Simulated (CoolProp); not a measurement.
Vapour-liquid equilibrium of propane (1) + sulfur dioxide (2) at 297.1 K; x and y are mole fractions of (1).

Model: multi-fluid Helmholtz-energy mixture model, Lemmon 2009 and Gao 2016; pair parameters Bell 2016, in CoolProp.

```csv
x,bubble pressure (MPa),y at the bubble point,dew pressure at overall composition x (MPa),liquid density (mol/L)
0.05,0.7057,0.461,0.3991,20.47
0.125,0.9435,0.602,0.4340,19.20
0.2,1.026,0.639,0.4754,18.04
0.275,1.047,0.649,0.5251,16.99
0.35,1.051,0.651,0.5859,16.04
0.425,1.052,0.652,0.6620,15.19
0.5,1.056,0.656,0.7596,14.42
0.575,1.063,0.665,0.8876,13.74
0.65,1.069,0.683,1.050,13.14
0.725,1.070,0.711,1.068,12.62
0.8,1.061,0.754,1.042,12.16
0.875,1.034,0.817,1.002,11.76
0.95,0.9813,0.910,0.9574,11.41
```

y crosses x between x = 0.65 and 0.725: the model has an azeotrope there.

The pair parameters rest on a limited set of measurements; away from them the model extrapolates. With so large a gap from Raoult's law the liquid may split in two, which this calculation doesn't test in full.
